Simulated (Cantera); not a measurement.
## Sublimation and decomposition of ceramics: SiC + C + H2

Input: 1 mol SiC, 0.34 mol C, 0.084 mol H2, held at 2998.15 K.

These are equilibrium values from Cantera (NASA tables, ideal gas, pure condensed phases), not measurements of a reactor. Candidate condensed phases: C, C6H6, C7H8, C8H18, Si, SiC; 87 gas species. Gases not in the tables: Si2H6 and higher silanes. The numbers say what is thermodynamically allowed, not how fast it happens.

From 1.00e-5 bar to 0.00180 bar nothing is condensed. From 0.0100 bar to 0.0560 bar the condensed part is C(graphite). From 0.320 bar to 10.0 bar the condensed part is C(graphite) + SiC(s). The main Si-bearing gas is Si throughout.

```csv
P (Pa),x H2,x Si,x C,x SiC2,x H,x C3,x Si2C,x C2H2 (acetylene),x C2,n C(graphite),n SiC(s)
1,2.11e-6,0.426,0.450,0.00293,0.0721,0.0226,1.00e-6,1.07e-9,0.0254,0,0
5.60,1.76e-5,0.494,0.240,0.0302,0.0880,0.107,2.25e-5,7.92e-8,0.0403,0,0
32,0.000144,0.506,0.0840,0.124,0.105,0.150,0.000269,2.60e-6,0.0283,0,0
180,0.00103,0.439,0.0242,0.283,0.119,0.114,0.00185,4.91e-5,0.0132,0,0
1000,0.00640,0.441,0.00498,0.371,0.126,0.0306,0.0119,0.000396,0.00311,0.310,0
5600,0.0239,0.430,0.000889,0.362,0.103,0.00546,0.0633,0.00148,0.000555,0.469,0
32000,0.330,0.208,0.000156,0.175,0.159,0.000956,0.0849,0.0204,9.71e-5,0.358,0.889
180000,0.756,0.0371,2.77e-5,0.0311,0.102,0.000170,0.0151,0.0467,1.73e-5,0.333,0.989
1000000,0.875,0.00667,4.98e-6,0.00561,0.0465,3.06e-5,0.00272,0.0542,3.11e-6,0.331,0.998
```
x: gas mole fraction; n: condensed amount in mol.
